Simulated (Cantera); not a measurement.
A Cantera script and what it prints.

```python
import numpy as np
import cantera as ct

gas_names = """
    AL ALCL ALCL2 ALCL3 ALN ALO ALOCL ALO2 AL2 AL2CL6 AL2O AL2O2 CL CLO CL2 N NO NO2 NO3 N2 N2O O O2 O3
""".split()
cond_names = """
    AL(cr) AL(L) ALCL3(s) ALCL3(L) ALN(s) AL2O3(a) AL2O3(L)
""".split()


# ... load() reads the species with a 1 bar reference pressure and builds the phases ...
atoms = {
    'Al2O3': {'AL': 2, 'O': 3},
    'Cl2': {'CL': 2},
    'N2': {'N': 2},
}
top_T = {'ALN(s)': 2750}  # K; cautious upper limits of use, not melting points


# ... equilibrate(T, P, feed) seeds the gas with the atoms and calls Mixture.equilibrate('TP', solver="vcs", rtol=1e-11, max_steps=5000) ...
results = []
feed = {'Al2O3': 1, 'Cl2': 2.4, 'N2': 23}  # mol
T = 1523.15  # K
P = 530  # Pa
mix = equilibrate(T, P, feed)
results.append((T, P, feed, dict(zip(mix.species_names, mix.species_moles))))
x = sorted(zip(gas.X, gas.species_names), reverse=True)
print(f"T = {T:g} K  P = {P:g} Pa  gas = {mix.phase_moles(0):.4g} mol")
print("   x: " + "  ".join(f"{s} {v:.3e}" for v, s in x if v > 0.0001))
print("   condensed (mol): " + ("  ".join(f"{mix.phase(i).name} {mix.phase_moles(i):.4g}"
      for i in range(1, mix.n_phases) if mix.phase_moles(i) > 1e-12) or "none"))
```

Result:

```
T = 1523.15 K  P = 530 Pa  gas = 27.21 mol
   x: N2 8.451e-01  CL 1.326e-01  CL2 2.010e-02  ALCL3 1.181e-03  O2 8.366e-04
   condensed (mol): AL2O3(a) 0.9839
```

Method: chemical equilibrium by Gibbs-energy minimisation in Cantera with the NASA 1993 tables (ideal gas, pure condensed phases).
